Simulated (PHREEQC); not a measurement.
Solution (20 °C): 0.0072 mol/kgw H2S, 0.0037 mol/kgw HCl and 0.00035 mol/kgw MnCl2. Closed to the air; pH follows from the charge balance.

Computed with PHREEQC (ion-association model, wateq4f.dat).

```
quantity                   before    after
------------------------  -------  -------
pH                           2.46     2.46
ionic strength (mol/kgw)  0.00474  0.00370
HS- (mol/kgw)             2.19e-7  2.16e-7
```

Q: What was changed between the two runs?
A) MnCl2 left out
B) H2S replaced by NH4HS at the same molality
C) HCl left out
D) MnCl2 from 0.00035 to 0.00175 mol/kgw

A: A, MnCl2 left out

This is a speciation only: nothing precipitates in the calculation.
